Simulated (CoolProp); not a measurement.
A single-stage vapour-compression cycle with the fluid: evaporating at 258.15 K (dew point), condensing at 322.15 K (bubble point), superheat 10 K, subcooling 5 K, compressor efficiency 0.9, no pressure losses. The same conditions are run with several fluids, on thermodynamics alone (safety and materials aside).

The numbers come from the reference Helmholtz-energy equation of state of each fluid (R115: Lemmon 2016; R245fa: Akasaka 2015; vinyl chloride: Thol 2022; R236EA: Rui 2013; R1224YDZ: Akasaka 2023; R22: Kamei 1995) in CoolProp.

| fluid | cooling COP | pressure ratio | discharge temperature (K) | refrigerating effect (kJ/kg) | volumetric capacity (kJ/m³) |
|---|---|---|---|---|---|
| R115 | 2.25 | 6.07 | [?] | [?] | 1180 |
| R245fa | 2.85 | 13.0 | 333.0 | [?] | 225 |
| vinyl chloride | 2.96 | 7.88 | 379.2 | 275 | 764 |
| R236EA | 2.71 | 11.3 | 324.3 | 110 | 300 |
| R1224YDZ | 2.84 | 11.8 | 332.4 | 124 | 228 |
| R22 | 2.72 | [?] | 369.0 | [?] | 1860 |

**Question.** Complete the blanks.

**Answer.** 
- R115, discharge temperature (K): 325.6
- R115, refrigerating effect (kJ/kg): 59.2
- R245fa, refrigerating effect (kJ/kg): 144
- R22, pressure ratio: 6.41
- R22, refrigerating effect (kJ/kg): 151
